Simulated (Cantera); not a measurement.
Feed: 1 mol FeS2, 41 mol H2, 3.5 mol H2O, equilibrated at 27.0 Pa.

Cantera equilibrium calculation (NASA polynomials, part measured and part estimated; ideal gas, pure solids and liquids). Candidate condensed phases: Fe, FeO, Fe(OH)2, Fe(OH)3, FeS, FeSO4, FeS2, Fe2O3, Fe2(SO4)3, Fe3O4, H2O, H2SO4, S; 22 gas species. FeS: taken at fixed stoichiometry. Gases not in the tables: S3 to S7. Rates play no part.

### Question
What share of the Fe ends up in condensed phases as a function of T (°C), at 650, 850, 1050, 1250, 1450, 1650, 1850?

### Answer
| T (°C) | Fe condensed (%) | as |
|---|---|---|
| 650 | 100.0 | FeS(s) |
| 850 | 100.0 | FeS(s) |
| 1050 | 100.0 | FeS(s) |
| 1250 | 95.9 | Fe(γ) |
| 1450 | 0.0 | - |
| 1650 | 0.0 | - |
| 1850 | 0.0 | - |
